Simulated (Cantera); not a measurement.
Feed: 1 mol CH3SiH3, 0.52 mol HCl, 3.9 mol H2, 0.23 mol C3H8, held at 1725 K and 0.0100 bar.

These are equilibrium values from Cantera (NASA tables, ideal gas, pure condensed phases), not measurements of a reactor. Candidate condensed phases: C, C6H6, C7H8, C8H18, Si, SiC; 109 gas species. The feed counts by its element totals alone. Rates play no part.

Base state: H2 0.936, HCl 0.0617, H 0.00180, SiCl2 0.000236, Cl 9.17e-5, C2H2 (acetylene) 8.62e-5 (mole fractions); condensed: C(graphite) + SiC(s).

What changes in the equilibrium state with this change: CH3SiH3 replaced by SiH2Cl2?


```tsv
species	before	after
H2	0.936	0.698
HCl	0.0617	0.257
SiCl2	0.000236	0.0412
SiCl4	9.12e-9	3.71e-5
SiCl3	1.07e-6	0.000904
SiHCl3	2.87e-8	2.08e-5
C2H2 (acetylene)	8.62e-5	1.15e-6
C(graphite), mol	0.690	0
SiC(s), mol	0.998	0.690
```
The tables' values for SiCl3, SiCl are old estimates; treat these amounts as uncertain.
